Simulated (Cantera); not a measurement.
## Si + F₂ + N₂ + SF₆ (silicon etching in halogen gases)

A closed system holds: 1 mol Si, 4 mol F₂, 82 mol N₂, 0.89 mol SF₆, held at 527 °C and 1.00 bar.

Cantera equilibrium calculation (NASA polynomials, part measured and part estimated; ideal gas, pure solids and liquids). Candidate condensed phases: S, Si, Si₃N₄; 29 gas species. Rates play no part.

```yaml
x(N₂): 0.959
x(SiF₄): 0.0118
x(NF₃): 0.0110
x(SF₆): 0.0105
x(F₂): 0.00673
x(F): 0.000682
gas_amount: 84.99 mol
log10 activity of S(l) (absent): -56.54
log10 activity of Si(s) (absent): -95.55
```
